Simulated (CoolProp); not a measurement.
Vapour-liquid equilibrium of CHF3 (R23) (1) + R152A (2) at 177.6 K; x and y are mole fractions of (1).

The numbers come from the multi-fluid Helmholtz-energy mixture model, Penoncello 2003 and Outcalt 1996; pair parameters Bell 2016 in CoolProp.

```json
[
 {"x": "0.05", "bubble pressure, mixture model (MPa)": "0.002609", "bubble pressure, Raoult's law (MPa)": "0.003022", "y, mixture model": "0.669", "y, Raoult's law": "0.715"},
 {"x": "0.125", "bubble pressure, mixture model (MPa)": "0.005319", "bubble pressure, Raoult's law (MPa)": "0.006196", "y, mixture model": "0.851", "y, Raoult's law": "0.872"},
 {"x": "0.2", "bubble pressure, mixture model (MPa)": "0.008198", "bubble pressure, Raoult's law (MPa)": "0.009369", "y, mixture model": "0.911", "y, Raoult's law": "0.923"},
 {"x": "0.275", "bubble pressure, mixture model (MPa)": "0.01122", "bubble pressure, Raoult's law (MPa)": "0.01254", "y, mixture model": "0.942", "y, Raoult's law": "0.948"},
 {"x": "0.35", "bubble pressure, mixture model (MPa)": "0.01437", "bubble pressure, Raoult's law (MPa)": "0.01572", "y, mixture model": "0.959", "y, Raoult's law": "0.963"},
 {"x": "0.425", "bubble pressure, mixture model (MPa)": "0.01762", "bubble pressure, Raoult's law (MPa)": "0.01889", "y, mixture model": "0.971", "y, Raoult's law": "0.972"},
 {"x": "0.5", "bubble pressure, mixture model (MPa)": "0.02094", "bubble pressure, Raoult's law (MPa)": "0.02206", "y, mixture model": "0.979", "y, Raoult's law": "0.979"},
 {"x": "0.575", "bubble pressure, mixture model (MPa)": "0.02430", "bubble pressure, Raoult's law (MPa)": "0.02524", "y, mixture model": "0.985", "y, Raoult's law": "0.985"},
 {"x": "0.65", "bubble pressure, mixture model (MPa)": "0.02768", "bubble pressure, Raoult's law (MPa)": "0.02841", "y, mixture model": "0.989", "y, Raoult's law": "0.989"},
 {"x": "0.725", "bubble pressure, mixture model (MPa)": "0.03106", "bubble pressure, Raoult's law (MPa)": "0.03159", "y, mixture model": "0.992", "y, Raoult's law": "0.992"},
 {"x": "0.8", "bubble pressure, mixture model (MPa)": "0.03442", "bubble pressure, Raoult's law (MPa)": "0.03476", "y, mixture model": "0.995", "y, Raoult's law": "0.995"},
 {"x": "0.875", "bubble pressure, mixture model (MPa)": "0.03775", "bubble pressure, Raoult's law (MPa)": "0.03793", "y, mixture model": "0.997", "y, Raoult's law": "0.997"},
 {"x": "0.95", "bubble pressure, mixture model (MPa)": "0.04104", "bubble pressure, Raoult's law (MPa)": "0.04111", "y, mixture model": "0.999", "y, Raoult's law": "0.999"}
]
```

The largest gap from Raoult's law is -14.2 % in bubble pressure, at x = 0.125. No azeotrope shows between x = 0.05 and 0.95.

The pair parameters rest on a limited set of measurements; away from them the model extrapolates.
